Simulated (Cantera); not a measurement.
# Hydrogen reduction and annealing atmospheres: V₂O₃ + H₂

Input: 1 mol V₂O₃, a varied amount of H₂, held at 1350 K and 0.0133 bar.

Equilibrium computed with Cantera from the NASA thermochemical tables; the gas is ideal and each condensed phase is pure. Candidate condensed phases: H₂O, V, VO, V₂O₃, V₂O₄, V₂O₅; 12 gas species. Mutual solubility and eutectic melting of coexisting phases are not modelled. VO: taken at fixed stoichiometry. Condensed phases not in the tables: the oxides between V₂O₃ and V₂O₅ other than VO₂. Kinetics and transport are ignored.

From 280 mol H₂ to 590 mol H₂ the condensed part is VO(s) + V₂O₃(s). From 710 mol H₂ to 1800 mol H₂ the condensed part is VO(s).

| n(H₂) (mol) | x H₂ | x H₂O | x H | n VO(s) | n V₂O₃(s) |
|---|---|---|---|---|---|
| 280 | 0.999 | 0.00144 | 2.06e-5 | 0.807 | 0.596 |
| 340 | 0.999 | 0.00144 | 2.06e-5 | 0.980 | 0.510 |
| 410 | 0.999 | 0.00144 | 2.06e-5 | 1.18 | 0.409 |
| 490 | 0.999 | 0.00144 | 2.06e-5 | 1.41 | 0.294 |
| 590 | 0.999 | 0.00144 | 2.06e-5 | 1.70 | 0.150 |
| 710 | 0.999 | 0.00141 | 2.06e-5 | 2.00 | 0 |
| 860 | 0.999 | 0.00116 | 2.06e-5 | 2.00 | 0 |
| 1000 | 0.999 | 0.001000 | 2.06e-5 | 2.00 | 0 |
| 1300 | 0.999 | 0.000769 | 2.06e-5 | 2.00 | 0 |
| 1500 | 0.999 | 0.000667 | 2.06e-5 | 2.00 | 0 |
| 1800 | 0.999 | 0.000556 | 2.06e-5 | 2.00 | 0 |
x: gas mole fraction; n: condensed amount in mol.
